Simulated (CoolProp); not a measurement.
Vapour-liquid equilibrium of R22 (1) + R152A (2) at 253.3 K; x and y are mole fractions of (1).

Computed with CoolProp (multi-fluid Helmholtz-energy mixture model, Kamei 1995 and Outcalt 1996; pair parameters Bell 2016).

Give the bubble pressure and the first vapour's composition at x = 0.2, 0.65, 0.95. Is there an azeotrope?

x = 0.2: 0.1407 MPa, y = 0.306; x = 0.65: 0.1947 MPa, y = 0.789; x = 0.95: 0.2391 MPa, y = 0.978. No azeotrope shows between x = 0.05 and 0.95.

The pair parameters rest on a limited set of measurements; away from them the model extrapolates.
